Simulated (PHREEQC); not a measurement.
A solution holds 0.5 mmol/kgw Ca(OH)2, at 25 °C. Closed to the air; pH follows from the charge balance.

Equilibrium calculation in PHREEQC: ion-association model, wateq4f.dat.

| quantity | before | after |
|---|---|---|
| pH | 10.98 | 7.01 |
| ionic strength (mol/kgw) | 0.00149 | 0.00188 |
| CaOH+ (mol/kgw) | 6.84e-6 | 6.85e-10 |
| SI of Portlandite (Ca(OH)2) | -4.23 | -12.20 |

Task: What was changed between the two runs?
A. diluted 5-fold with water
B. Ca(OH)2 from 0.0005 to 0.00045 mol/kgw
C. Ca(OH)2 from 0.0005 to 0.00025 mol/kgw
D. Ca(OH)2 replaced by CaSO4 at the same molality

Result: D, Ca(OH)2 replaced by CaSO4 at the same molality

Precipitation was switched off in this run.
